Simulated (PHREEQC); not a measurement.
Solution (61 °C): 78 mmol/kgw HF, 7.5 mmol/kgw CuSO4 and 0.038 mmol/kgw MnSO4. Closed to the air; pH follows from the charge balance.

Equilibrium calculation in PHREEQC: ion-association model, phreeqc.dat.

The ionic strength comes out as 0.0264 mol/kgw. What activity coefficients do HSO4-, Mn+2, F-, SO4-2, CuF+ get?

HSO4- 0.85, Mn+2 0.54, F- 0.84, SO4-2 0.52, CuF+ 0.85.

Precipitation was switched off in this run. Away from 25 °C the constants follow the database's enthalpies or fits; those with neither stay at their 25 °C values.
